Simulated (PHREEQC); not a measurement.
Dissolve 0.033 mol/kgw NH4Cl and 0.004 mol/kgw Na2B4O7 at 25 °C. Closed to the air; pH follows from the charge balance.

The numbers come from PHREEQC with the ion-association model, phreeqc.dat.

| quantity | before | after |
|---|---|---|
| pH | 8.56 | 5.80 |
| ionic strength (mol/kgw) | 0.0362 | 0.0370 |
| SI of Halite (NaCl) | -5.30 | -5.60 |

Problem. Name the change that produced these shifts.
A. Na2B4O7 replaced by NaF at the same molality
B. NH4Cl replaced by KCl at the same molality
C. diluted 5-fold with water

Solution. A, Na2B4O7 replaced by NaF at the same molality

This is a speciation only: nothing precipitates in the calculation.
